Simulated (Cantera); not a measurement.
A closed system holds: 1 mol SiH₄, 2.4 mol CH₄, 1.5 mol H₂, equilibrated at 2127 °C and 1.10 mbar.

Cantera equilibrium calculation (NASA polynomials, part measured and part estimated; ideal gas, pure solids and liquids). Candidate condensed phases: C, C₆H₆, C₇H₈, C₈H₁₈, Si, SiC; 87 gas species. Gases not in the tables: Si₂H₆ and higher silanes. Kinetics and transport are ignored.

Base state: H₂ 0.552, H 0.356, Si 0.0712, SiC₂ 0.0137, C₂H₂ (acetylene) 0.00385, Si₂C 0.00149, SiH 0.000543, C₂H 0.000143 (mole fractions); condensed: C(graphite).

Q: What changes in the equilibrium state with this change: temperature from 2127 °C to 1827 °C?

A: 
```json
[
 {"species": "H₂", "before": "0.552", "after": "0.899"},
 {"species": "H", "before": "0.356", "after": "0.0891"},
 {"species": "Si", "before": "0.0712", "after": "0.00946"},
 {"species": "SiC₂", "before": "0.0137", "after": "0.000609"},
 {"species": "C₃", "before": "8.92e-5", "after": "2.62e-7"},
 {"species": "C", "before": "3.61e-5", "after": "2.15e-7"},
 {"species": "SiC", "before": "1.92e-5", "after": "3.80e-7"},
 {"species": "C(graphite), mol", "before": "1.98", "after": "1.46"},
 {"species": "SiC(s), mol", "before": "0", "after": "0.903"}
]
```

Q: What changes in the equilibrium state with this change: CH₄ from 2.4 to 0.016 mol?

A: 
```
species             before     after
----------------  --------  --------
H₂                   0.552     0.484
H                    0.356     0.334
Si                  0.0712     0.179
SiC₂                0.0137  0.000715
C₄H₂               1.10e-5   4.20e-9
C₃                 8.92e-5   2.68e-7
C₂H₂ (acetylene)   0.00385   7.02e-5
C₂H               0.000143   2.79e-6
C                  3.61e-5   5.21e-6
C(graphite), mol      1.98         0
```

Q: What changes in the equilibrium state with this change: temperature from 2127 °C to 927 °C?

A: 
```csv
species,before,after
H₂,0.552,1.000
CH₄,5.97e-8,1.74e-5
H,0.356,5.95e-6
Si,0.0712,<1e-9
SiC₂,0.0137,<1e-9
Si₂C,0.00149,<1e-9
SiH,0.000543,<1e-9
C₂H,0.000143,<1e-9
"C(graphite), mol",1.98,1.40
"SiC(s), mol",0,1.00
```
